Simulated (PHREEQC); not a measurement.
0.79 g of hydrous ferric oxide (600 m²/g; 0.2 weak and 0.005 strong sites per Fe, Dzombak-Morel constants, diffuse double layer) in 1 kg of water with 0.1 mol/kgw of an inert sodium salt and 0.0022 mmol/kgw ZnCl2, at 25 °C; the pH is set by adding NaOH or the inert anion's acid. O2 is buffered at 0.21 atm. No CO2 enters from the air. Precipitation was switched off in this run.

Computed with PHREEQC (ion-association model, wateq4f.dat).

```json
[
 {"pH": "3", "Zn sorbed (%)": "0.0", "surface charge σ (C/m²)": "0.363", "surface potential ψ (mV)": "152"},
 {"pH": "3.67", "Zn sorbed (%)": "0.0", "surface charge σ (C/m²)": "0.342", "surface potential ψ (mV)": "150"},
 {"pH": "4.33", "Zn sorbed (%)": "0.3", "surface charge σ (C/m²)": "0.291", "surface potential ψ (mV)": "141"},
 {"pH": "5.67", "Zn sorbed (%)": "…", "surface charge σ (C/m²)": "…", "surface potential ψ (mV)": "105"},
 {"pH": "6.33", "Zn sorbed (%)": "91.7", "surface charge σ (C/m²)": "0.086", "surface potential ψ (mV)": "81"},
 {"pH": "7", "Zn sorbed (%)": "99.4", "surface charge σ (C/m²)": "0.045", "surface potential ψ (mV)": "…"},
 {"pH": "7.67", "Zn sorbed (%)": "100.0", "surface charge σ (C/m²)": "0.016", "surface potential ψ (mV)": "21"},
 {"pH": "8.33", "Zn sorbed (%)": "100.0", "surface charge σ (C/m²)": "…", "surface potential ψ (mV)": "…"},
 {"pH": "9.67", "Zn sorbed (%)": "100.0", "surface charge σ (C/m²)": "…", "surface potential ψ (mV)": "-72"},
 {"pH": "10.33", "Zn sorbed (%)": "100.0", "surface charge σ (C/m²)": "-0.121", "surface potential ψ (mV)": "-97"},
 {"pH": "11", "Zn sorbed (%)": "100.0", "surface charge σ (C/m²)": "-0.190", "surface potential ψ (mV)": "-120"}
]
```

Fill in the missing entries.


- 5.67, Zn sorbed (%): 44.4
- 5.67, surface charge σ (C/m²): 0.142
- 7, surface potential ψ (mV): 53
- 8.33, surface charge σ (C/m²): -0.008
- 8.33, surface potential ψ (mV): -11
- 9.67, surface charge σ (C/m²): -0.070

The oxide is taken as insoluble; below pH 4 it would dissolve.
